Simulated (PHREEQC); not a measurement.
Make-up at 55 °C: 0.048 mol/kgw HCl and 0.00038 mol/kgw Li2SO4. Closed to the air; pH follows from the charge balance.

All values are PHREEQC results (ion-association model, phreeqc.dat), not measurements.

This is a speciation only: nothing precipitates in the calculation.

Question: Estimate the pH, specific conductance.

Answer: pH 1.39; specific conductance 31200 µS/cm.

Question: In which forms is S present?

Answer: HSO4- 82 %, SO4-2 18 % of the S.

Species that the database lacks are ignored. Away from 25 °C the constants follow the database's enthalpies or fits; those with neither stay at their 25 °C values.
